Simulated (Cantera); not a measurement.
Gas-phase reforming

An isothermal, constant-pressure homogeneous reactor starts with CH4 : CO2 = 1 : 1.8 (molar parts), at 1375 K and 2250 Torr.

Cantera simulation using GRI-Mech 3.0 (53 species, 325 reactions); the numbers are that mechanism's predictions, not measurements.

```
t (s)      x CH4  x CO2   x CH2CO     x H2O      x H     x CH2    x C2H2
--------  ------  -----  --------  --------  -------  --------  --------
1.00e-6    0.357  0.643    <1e-12  3.28e-10  1.75e-9    <1e-12    <1e-12
9.17e-6    0.357  0.643    <1e-12   3.31e-9  1.75e-9    <1e-12    <1e-12
8.41e-5    0.357  0.643    <1e-12   3.07e-8  1.77e-9  1.25e-12    <1e-12
0.000771   0.357  0.643    <1e-12   3.04e-7  1.99e-9  1.31e-11  8.14e-10
0.00707    0.357  0.643  6.11e-12   3.40e-6  2.78e-9  2.20e-11   2.78e-7
0.0648     0.353  0.642   1.68e-9  0.000112  1.65e-8  5.67e-11  0.000171
0.595      0.316  0.617   4.66e-7   0.00837  1.26e-7  5.00e-11    0.0112
5.45       0.148  0.393   1.90e-5     0.152  3.32e-7  2.52e-10    0.0614
50.0      0.0906  0.226   1.02e-5     0.170  7.02e-7  1.17e-10    0.0320
```
x: mole fraction; the columns are a selection and need not sum to one.

Equilibrium at this temperature and pressure: CH4 3.65e-5, CO2 0.0724, CH2CO 3.64e-10, H2O 0.0943, H 1.13e-6, CH2 <1e-12, C2H2 3.24e-10 (gas phase only).
